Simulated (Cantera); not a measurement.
A closed system holds: 1 mol BF3, 140 mol H2, equilibrated at 0.000150 bar.

Method: chemical equilibrium by Gibbs-energy minimisation in Cantera with the NASA 1993 tables (ideal gas, pure condensed phases). Candidate condensed phases: B; 20 gas species. Equilibrium is a limit: real reactors are often held back by kinetics, nucleation or transport. All values below are at 725 °C.

Base state: H2 0.993, BF3 0.00690, HF 0.000193, BHF2 0.000190 (mole fractions); condensed: gas only.

Question: What changes in the equilibrium state with this change: BF3 replaced by B?

Answer: 
```tsv
species	before	after
H2	0.993	1.00
BF3	0.00690	0
HF	0.000193	0
BHF2	0.000190	0
B(s), mol	0	1.000
```
